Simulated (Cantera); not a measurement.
**Carbon deposition, reforming and gasification: acetone + O₂**

Input: 1 mol acetone, a varied amount of O₂, held at 2427 °C and 100 Torr.

Method: chemical equilibrium by Gibbs-energy minimisation in Cantera with the NASA 1993 tables (ideal gas, pure condensed phases). Candidate condensed phases: C, C₆H₆, C₇H₈, C₈H₁₈, H₂O; 110 gas species. The feed counts by its element totals alone. Kinetics and transport are ignored.

From 0.13 mol O₂ to 0.82 mol O₂ the condensed part is C(graphite). From 0.99 mol O₂ to 1.5 mol O₂ nothing is condensed. The main C-bearing gas is CO throughout.

| n(O₂) (mol) | x H₂ | x CO | x H₂O | x H | x CO₂ | x C₂H₂ (acetylene) | n C(graphite) |
|---|---|---|---|---|---|---|---|
| 0.13 | 0.588 | 0.278 | 3.36e-7 | 0.119 | 2.36e-8 | 0.0139 | 1.61 |
| 0.3 | 0.544 | 0.328 | 3.66e-7 | 0.115 | 3.28e-8 | 0.0128 | 1.27 |
| 0.47 | 0.506 | 0.371 | 3.85e-7 | 0.111 | 4.20e-8 | 0.0119 | 0.928 |
| 0.64 | 0.473 | 0.409 | 3.97e-7 | 0.107 | 5.10e-8 | 0.0111 | 0.589 |
| 0.82 | 0.442 | 0.444 | 4.03e-7 | 0.103 | 6.01e-8 | 0.0104 | 0.229 |
| 0.99 | 0.424 | 0.473 | 1.05e-6 | 0.101 | 1.75e-7 | 0.00153 | 0 |
| 1.2 | 0.376 | 0.466 | 0.0502 | 0.0954 | 0.00926 | <1e-12 | 0 |
| 1.3 | 0.352 | 0.461 | 0.0745 | 0.0923 | 0.0145 | <1e-12 | 0 |
| 1.5 | 0.307 | 0.449 | 0.121 | 0.0862 | 0.0264 | <1e-12 | 0 |
x: gas mole fraction; n: condensed amount in mol.
